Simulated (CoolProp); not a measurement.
Saturation properties of tetrahydrofuran.

The numbers come from the reference Helmholtz-energy equation of state, Fiedler 2023 in CoolProp.

```
T (°C)  p (bar)  liquid density (kg/m³)  enthalpy of vaporisation (kJ/kg)  liquid cp (kJ/(kg K))
------  -------  ----------------------  --------------------------------  ---------------------
78.45     1.495                   821.0                             406.9                  1.937
84.45     1.782                   813.9                             402.2                  1.963
90.45     2.109                   806.6                             397.4                  1.990
96.45     2.481                   799.3                             392.6                  2.017
102.45    2.902                   791.9                             387.6                  2.044
108.45    3.375                   784.3                             382.5                  2.072
114.45    3.904                   776.7                             377.3                  2.100
120.45    4.494                   768.9                             371.9                  2.129
```

It boils at 65.9 °C under 1 atm.
